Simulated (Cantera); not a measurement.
**Equilibrium for silicon nitride deposition: trisilylamine + N2**

Charge: 1 mol trisilylamine, 0.56 mol N2, at 1177 °C.

Method: chemical equilibrium by Gibbs-energy minimisation in Cantera with the NASA 1993 tables (ideal gas, pure condensed phases). Candidate condensed phases: Si, Si3N4; 18 gas species. The feed counts by its element totals alone. Mutual solubility and eutectic melting of coexisting phases are not modelled. The numbers say what is thermodynamically allowed, not how fast it happens.

| P (Pa) | x H2 | x N2 | x H | x Si | n Si(s) | n Si3N4(s) |
|---|---|---|---|---|---|---|
| 5 | 0.808 | 0.191 | 0.00120 | 6.15e-5 | 3.00 | 0 |
| 36 | 0.952 | 0.0475 | 0.000486 | 8.55e-6 | 1.75 | 0.418 |
| 260 | 0.993 | 0.00658 | 0.000185 | 1.18e-6 | 1.45 | 0.515 |
| 1900 | 0.999 | 0.000901 | 6.86e-5 | 1.62e-7 | 1.42 | 0.528 |
| 14000 | 1.000 | 0.000122 | 2.53e-5 | 2.20e-8 | 1.41 | 0.530 |
| 100000 | 1.000 | 1.71e-5 | 9.46e-6 | 3.08e-9 | 1.41 | 0.530 |
x: gas mole fraction; n: condensed amount in mol.

At 5.00 Pa the condensed part is Si(s). From 36.0 Pa to 1.00 bar the condensed part is Si(s) + Si3N4(s). The main Si-bearing gas is Si at 5.00 Pa and SiH4 at 1.00 bar.
